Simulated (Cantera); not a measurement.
Input (Python, Cantera) and output of one run.

```python
import numpy as np
import cantera as ct

gas_names = """
    NO2 N2
""".split()
cond_names = """
    Cu(cr) Cu(L) Cu2O(s) Cu2O(L)
""".split()


def load(file, names, dense=False):
    # The tables refer to 1 bar. Condensed volumes are neglected.
    table = {s.name: s for s in ct.Species.list_from_file(file)}
    out = []
    for n in names:
        d = dict(table[n].input_data)
        d["thermo"] = dict(d["thermo"], **{"reference-pressure": 1e5})
        if dense:
            d["equation-of-state"] = {"model": "constant-volume", "density": "1e6 g/cm^3"}
        out.append(ct.Species.from_dict(d))
    return out


species = {s.name: s for s in load("nasa_gas.yaml", gas_names) + load("nasa_condensed.yaml", cond_names)}
# Each term lists the table entries of one substance; the one whose range holds T is used.
reactions = {
    '2 NO2(g) + 8 Cu = 4 Cu2O + N2(g)':
        [(-2, ['NO2']), (-8, ['Cu(cr)', 'Cu(L)']), (4, ['Cu2O(s)', 'Cu2O(L)']), (1, ['N2'])],
}


def pick(names, T):
    return next(species[n] for n in names if species[n].thermo.min_temp <= T <= species[n].thermo.max_temp)


results = []
for label, terms in reactions.items():
    print(label)
    print("     T/K   dH/kJ  dS/(J/K)   dG/kJ   log10 K")
    for T in [1698, 1848, 1998, 2148, 2298, 2448, 2598, 2748, 2898]:
        used = [(nu, pick(names, T)) for nu, names in terms]
        dH = sum(nu * s.thermo.h(T) for nu, s in used) / 1e6
        dS = sum(nu * s.thermo.s(T) for nu, s in used) / 1e3
        dG = dH - T * dS / 1e3
        logK = -dG * 1e6 / (ct.gas_constant * T * np.log(10))
        results.append((label, T, dH, dS, dG, logK, [s.name for _, s in used]))
        print(f"{T:8g} {dH:8.1f} {dS:8.1f} {dG:8.1f} {logK:8.2f}")
```

Result:

```
2 NO2(g) + 8 Cu = 4 Cu2O + N2(g)
     T/K   dH/kJ  dS/(J/K)   dG/kJ   log10 K
    1698   -558.9    -51.3   -471.8    14.51
    1848   -550.2    -46.4   -464.5    13.13
    1998   -541.6    -41.9   -457.9    11.97
    2148   -533.2    -37.8   -451.9    10.99
    2298   -524.8    -34.1   -446.5    10.15
    2448   -516.6    -30.6   -441.7     9.42
    2598   -508.4    -27.4   -437.3     8.79
    2748   -500.4    -24.4   -433.4     8.24
    2898   -492.5    -21.6   -430.0     7.75
```

Standard-state values (1 bar) from the NASA 1993 polynomials, evaluated with Cantera. Condensed species are held in their standard states even where they would react or evaporate.
